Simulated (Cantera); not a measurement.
Input: 1 mol CH3Cl, 0.08 mol HCl, 12 mol H2, held at 2600 K.

Method: chemical equilibrium by Gibbs-energy minimisation in Cantera with the NASA 1993 tables (ideal gas, pure condensed phases). Candidate condensed phases: C, C6H6, C7H8, C8H18; 91 gas species. Equilibrium is a limit: real reactors are often held back by kinetics, nucleation or transport.

x: gas mole fraction; n: condensed amount in mol.

```csv
P (Pa),x H,x H2,x HCl,x Cl,x C,x C2H2 (acetylene),n C(graphite)
1,0.933,0.00590,0.000337,0.0373,0.0173,7.36e-6,0
6.80,0.906,___,___,0.0371,___,___,0
46,0.762,0.181,0.0116,0.0340,0.00136,0.00294,0.408
320,0.464,0.468,0.0341,0.0237,0.000195,0.00760,0.642
2200,0.217,0.703,0.0558,0.0121,2.84e-5,0.0114,0.616
15000,___,0.823,0.0678,___,___,0.0134,0.594
100000,0.0359,0.874,0.0731,0.00210,6.24e-7,0.0142,0.582
```

**Question.** What belongs in the gaps?

**Answer.** 
- 6.80, x H2: 0.0379
- 6.80, x HCl: 0.00221
- 6.80, x C: 0.00592
- 6.80, x C2H2 (acetylene): 0.000256
- 15000, x H: 0.0899
- 15000, x Cl: 0.00519
- 15000, x C: 4.16e-6
